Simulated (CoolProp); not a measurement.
Vapour pressure (MPa) of n-undecane: the reference equation beside estimates from Tc = 638.8 K, pc = 1.990 MPa, ω = 0.539. Clausius-Clapeyron is anchored at 442.2 K with a constant enthalpy of vaporisation of 43.95 kJ/mol.

The numbers come from the reference Helmholtz-energy equation of state, Aleksandrov 2011 in CoolProp. It is a short technical equation, of lower accuracy than the large ones.

| T (K) | reference | Lee-Kesler | Clausius-Clapeyron | Redlich-Kwong | Soave-Redlich-Kwong |
|---|---|---|---|---|---|
| 423 | 0.02818 | 0.02784 | 0.02911 | 0.1069 | 0.02783 |
| 442.2 | 0.05008 | 0.04998 | 0.05008 | 0.1583 | 0.04996 |
| 461.3 | 0.08371 | 0.08420 | 0.08216 | 0.2251 | 0.08428 |
| 480.5 | (withheld) | 0.1351 | 0.1299 | 0.3105 | 0.1355 |
| 499.7 | 0.2038 | 0.2072 | 0.1982 | 0.4164 | 0.2085 |
| 518.9 | 0.3001 | 0.3058 | 0.2932 | 0.5451 | 0.3089 |
| 538.1 | 0.4283 | 0.4369 | 0.4217 | 0.6988 | 0.4431 |
| 557.3 | 0.5953 | 0.6073 | 0.5915 | 0.8794 | 0.6177 |
| 576.5 | 0.8093 | 0.8248 | (withheld) | 1.089 | 0.8402 |
| 595.6 | 1.079 | 1.097 | 1.089 | 1.328 | (withheld) |

Task: Some entries are withheld; supply them.

Result: 
- 480.5, reference: 0.1334
- 576.5, Clausius-Clapeyron: 0.8113
- 595.6, Soave-Redlich-Kwong: 1.117

Absolute difference from the reference over all 10 rows, mean and median: Lee-Kesler 1.4 and 1.7 %, Clausius-Clapeyron 1.6 and 1.7 %, Redlich-Kwong 115.2 and 93.0 %, Soave-Redlich-Kwong 2.4 and 2.6 %.
